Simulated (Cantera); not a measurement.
An isothermal, constant-pressure homogeneous reactor starts with C₃H₈ : H₂ = 1 : 3.1 (molar parts), at 1175 K and 0.00276 atm. Integrator tolerance rtol = 1e-08.

Cantera simulation using GRI-Mech 3.0 (53 species, 325 reactions); the numbers are that mechanism's predictions, not measurements. GRI-Mech 3.0 was tuned for natural gas; its chemistry of propane as a main component is partial and can be far from experiment. GRI-Mech 3.0 stops at C3 and has no aromatics, soot or wall deposition, so with more carbon than oxygen in the feed, carbon stays in small species such as C2H2 where larger ones or solid carbon would form. Radical loss at walls, strong at low pressure, is not modelled.

Question: What does this change do: pressure from 0.00276 atm to 0.987 atm?

Answer: 
```
quantity                                             before                                     after
----------------  -----------------------------------------  ----------------------------------------
x(C₃H₈) at 200 s   1.05e-8 (gas-phase equilibrium 4.94e-10)   8.80e-6 (gas-phase equilibrium 4.56e-6)
x(H₂) at 200 s          0.652 (gas-phase equilibrium 0.746)       0.323 (gas-phase equilibrium 0.304)
x(CH₄) at 200 s        0.171 (gas-phase equilibrium 0.0587)       0.646 (gas-phase equilibrium 0.676)
x(C₂H₆) at 200 s    2.51e-5 (gas-phase equilibrium 3.04e-6)  0.00162 (gas-phase equilibrium 0.000991)
x(C₂H₄) at 200 s     0.0729 (gas-phase equilibrium 0.00707)     0.0247 (gas-phase equilibrium 0.0158)
x(C₂H) at 200 s   3.14e-11 (gas-phase equilibrium 7.21e-11)     <1e-12 (gas-phase equilibrium <1e-12)
x(C₂H₂) at 200 s        0.104 (gas-phase equilibrium 0.189)   0.00429 (gas-phase equilibrium 0.00291)
```

Question: What does this change do: pressure from 0.00276 atm to 0.0148 atm?

Answer: 
```tsv
quantity	before	after
x(C₃H₈) at 200 s	1.05e-8 (gas-phase equilibrium 4.94e-10)	4.31e-8 (gas-phase equilibrium 3.03e-8)
x(H₂) at 200 s	0.652 (gas-phase equilibrium 0.746)	0.666 (gas-phase equilibrium 0.636)
x(CH₄) at 200 s	0.171 (gas-phase equilibrium 0.0587)	0.164 (gas-phase equilibrium 0.208)
x(C₂H₆) at 200 s	2.51e-5 (gas-phase equilibrium 3.04e-6)	5.72e-5 (gas-phase equilibrium 4.48e-5)
x(C₂H₄) at 200 s	0.0729 (gas-phase equilibrium 0.00707)	0.0285 (gas-phase equilibrium 0.0228)
x(C₂H) at 200 s	3.14e-11 (gas-phase equilibrium 7.21e-11)	3.41e-11 (gas-phase equilibrium 2.38e-11)
x(C₂H₂) at 200 s	0.104 (gas-phase equilibrium 0.189)	0.141 (gas-phase equilibrium 0.133)
```
